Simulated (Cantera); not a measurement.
A freely propagating, adiabatic, planar premixed flame of CH₄ : O₂ : N₂ = 1 : 1.82 : 5.09 (molar parts), unburnt at 675 K and 0.602 atm; mixture-averaged transport, grid criteria slope 0.08 and curve 0.16, no radiation.

Cantera simulation using GRI-Mech 3.0 (53 species, 325 reactions); the numbers are that mechanism's predictions, not measurements. Burning velocities carry a grid error of a few per cent, more on coarse grids.

Question: Predict: laminar burning velocity; thermal thickness; peak x(C₂H₆); peak x(H₂O₂); peak x(HO₂).

Answer: laminar burning velocity: 253 cm/s
thermal thickness: 0.369 mm
peak x(C₂H₆): 0.00165
peak x(H₂O₂): 7.57e-6
peak x(HO₂): 0.000250
